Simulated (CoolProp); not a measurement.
R22 at 293.15 K and 0.413 MPa is compressed adiabatically to 1.54 MPa with isentropic efficiency 0.75. Each further row changes one setting.

Computed with CoolProp (reference Helmholtz-energy equation of state, Kamei 1995).

| case | work (kJ/kg) | final temperature (K) | final density (kg/m³) |
|---|---|---|---|
| as stated | … | … | 47.8 |
| efficiency 1 | 37.4 | … | 50.8 |
| efficiency 0.65 | … | 384.8 | … |

### Question
Some entries are withheld; supply them.

### Answer

- as stated, work (kJ/kg): 49.8
- as stated, final temperature (K): 375.6
- efficiency 1, final temperature (K): 360.8
- efficiency 0.65, work (kJ/kg): 57.5
- efficiency 0.65, final density (kg/m³): 46.2
